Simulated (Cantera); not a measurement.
Input: 1 mol CO, 2.8 mol H2, 5.6 mol N2, at 10.0 mbar.

These are equilibrium values from Cantera (NASA tables, ideal gas, pure condensed phases), not measurements of a reactor. Candidate condensed phases: C, C6H6, C7H8, C8H18, H2O; 136 gas species. Equilibrium is a limit: real reactors are often held back by kinetics, nucleation or transport.

x: gas mole fraction; n: condensed amount in mol.

```
T (K)   x N2   x H2   x CO     x H2O       x H     x CH4  n C(graphite)
-----  -----  -----  -----  --------  --------  --------  -------------
973    0.596  0.298  0.106  0.000196   5.90e-9  0.000114        0.00182
1023   0.596  0.298  0.106   8.66e-5   2.26e-8   6.65e-5       0.000539
1073   0.596  0.298  0.106         …         …         …              0
1123   0.596  0.298  0.106         …         …         …              0
1173   0.596  0.298  0.106   1.89e-5   6.43e-7   1.03e-5              0
1223   0.596  0.298  0.106   1.64e-5   1.64e-6   4.60e-6              0
1273   0.596  0.298  0.106   1.54e-5   3.89e-6   2.04e-6              0
1323   0.596  0.298  0.106   1.50e-5   8.65e-6   9.36e-7              0
1373   0.596  0.298  0.106   1.48e-5   1.82e-5   4.47e-7              0
1423   0.596  0.298  0.106   1.48e-5   3.62e-5   2.24e-7              0
1473   0.596  0.298  0.106   1.47e-5   6.90e-5   1.17e-7              0
1523   0.596  0.298  0.106   1.48e-5  0.000126   6.39e-8              0
```

Q: Fill in the missing entries.

A: 
- 1123, x H2O: 2.47e-5
- 1123, x H: 2.32e-7
- 1123, x CH4: 2.20e-5
- 1073, x H2O: 4.12e-5
- 1073, x H: 7.64e-8
- 1073, x CH4: 4.07e-5
